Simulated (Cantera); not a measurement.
Feed: 1 mol AlCl3, 2 mol N2O, 9.5 mol N2, equilibrated at 1330 Pa.

These are equilibrium values from Cantera (NASA tables, ideal gas, pure condensed phases), not measurements of a reactor. Candidate condensed phases: Al, AlCl3, AlN, Al2O3; 24 gas species. Rates play no part. All values below are at 1573 K.

Base state: N2 0.805, Cl 0.145, Cl2 0.0321, O2 0.0175, NO 0.000502, AlCl3 0.000354, ClO 4.97e-5, O 1.20e-5 (mole fractions); condensed: Al2O3(s).

What changes in the equilibrium state with this change: N2O from 2 to 1 mol?


| species | before | after |
|---|---|---|
| N2 | 0.805 | 0.835 |
| Cl | 0.145 | 0.117 |
| AlCl3 | 0.000354 | 0.0266 |
| O2 | 0.0175 | 2.36e-5 |
| Cl2 | 0.0321 | 0.0210 |
| ClO | 4.97e-5 | 1.48e-6 |
| O | 1.20e-5 | 4.40e-7 |
| NO | 0.000502 | 1.88e-5 |
| Al2O3(s), mol | 0.497 | 0.333 |

What changes in the equilibrium state with this change: N2 from 9.5 to 17 mol?


| species | before | after |
|---|---|---|
| N2 | 0.805 | 0.868 |
| Cl | 0.145 | 0.104 |
| Cl2 | 0.0321 | 0.0164 |
| O2 | 0.0175 | 0.0113 |
| AlCl3 | 0.000354 | 0.000180 |
| ClO | 4.97e-5 | 2.87e-5 |
| O | 1.20e-5 | 9.63e-6 |
| Al2O3(s), mol | 0.497 | 0.498 |
